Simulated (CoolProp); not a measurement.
Vapour-liquid equilibrium of hydrogen sulfide (1) + n-heptane (2) at 46.35 °C; x and y are mole fractions of (1).

The numbers come from the multi-fluid Helmholtz-energy mixture model, Lemmon 2006 and Span 2003; pair parameters Kunz 2012 in CoolProp.

Question: Give the bubble pressure and the first vapour's composition at x = 0.25, 0.75, 0.85. Is there an azeotrope?

Answer: x = 0.25: 941.5 kPa, y = 0.982; x = 0.75: 2424 kPa, y = 0.995; x = 0.85: 2731 kPa, y = 0.996. No azeotrope shows between x = 0.05 and 0.95.

The pair parameters rest on a limited set of measurements; away from them the model extrapolates. The gap from Raoult's law changes sign with composition, which may be real or a fault of the pair parameters; it wasn't checked against measurements.
